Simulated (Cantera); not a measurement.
A closed system holds: 1 mol (CH3)2SiCl2, 0.024 mol CH4, 1.3 mol H2, at 1600 K and 0.100 bar.

Method: chemical equilibrium by Gibbs-energy minimisation in Cantera with the NASA 1993 tables (ideal gas, pure condensed phases). Candidate condensed phases: C, C6H6, C7H8, C8H18, Si, SiC; 109 gas species. The feed counts by its element totals alone. The tables' values for SiCl3 are old estimates; treat these amounts as uncertain. Equilibrium is a limit: real reactors are often held back by kinetics, nucleation or transport.

Base state: H2 0.637, HCl 0.353, SiCl2 0.00709, SiCl3 0.00135, SiCl4 0.000637, SiHCl3 0.000166, H 0.000137, CH4 6.63e-5 (mole fractions); condensed: C(graphite) + SiC(s).

**Question.** What changes in the equilibrium state with this change: pressure from 0.100 bar to 0.190 bar?

**Answer.** 
```
species             before     after
----------------  --------  --------
H2                   0.637     0.640
HCl                  0.353     0.350
SiCl2              0.00709   0.00694
SiCl4             0.000637   0.00116
CH4                6.63e-5  0.000127
SiH2Cl2            7.22e-6   1.35e-5
C(graphite), mol      1.07      1.08
SiC(s), mol          0.951     0.945
```
